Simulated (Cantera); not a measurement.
Cantera with NASA thermochemical tables; ideal gases at 1 bar, condensed phases pure. Values are per mole of reaction as written; species without (g) are pure solids or liquids, kept so even where they would boil at 1 bar. The tables' values for C2F4 are old estimates.

Task: Between 1348 and 1848 K, where is each reaction favourable under standard conditions?
- 2 CF4(g) + 2 Cu → 2 CuF2(g) + C2F4(g)

Result: 
- 2 CF4(g) + 2 Cu → 2 CuF2(g) + C2F4(g): ΔG° is 350 kJ at 1348 K and 248 kJ at 1848 K; it stays positive (K < 1). ΔH° is 616 kJ and ΔS° 199 J/K at 1848 K.
